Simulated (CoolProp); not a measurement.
Properties of ammonia along the isobar 59.5 MPa (Tc = 405.6 K, pc = 11.36 MPa, ω = 0.256).

Computed with CoolProp (reference Helmholtz-energy equation of state, Gao 2020).

```tsv
T (K)	phase	density (kg/m³)	Joule-Thomson coefficient (K/MPa)
243.9	liquid	703.4	-0.2108
253.9	liquid	692.9	-0.2054
264	liquid	682.2	-0.1993
274	liquid	671.5	-0.1925
284.1	liquid	660.6	-0.1849
294.1	liquid	…	…
304.2	liquid	638.4	-0.1669
314.2	liquid	…	-0.1563
324.2	liquid	615.7	-0.1444
334.3	liquid	…	-0.1310
344.3	liquid	592.1	…
354.4	liquid	580.0	-0.09941
364.4	liquid	567.8	…
374.5	liquid	…	-0.05984
```

**Question.** Fill in the missing entries.

**Answer.** 
- 294.1, density (kg/m³): 649.6
- 294.1, Joule-Thomson coefficient (K/MPa): -0.1764
- 314.2, density (kg/m³): 627.1
- 334.3, density (kg/m³): 603.9
- 344.3, Joule-Thomson coefficient (K/MPa): -0.1162
- 364.4, Joule-Thomson coefficient (K/MPa): -0.08082
- 374.5, density (kg/m³): 555.2
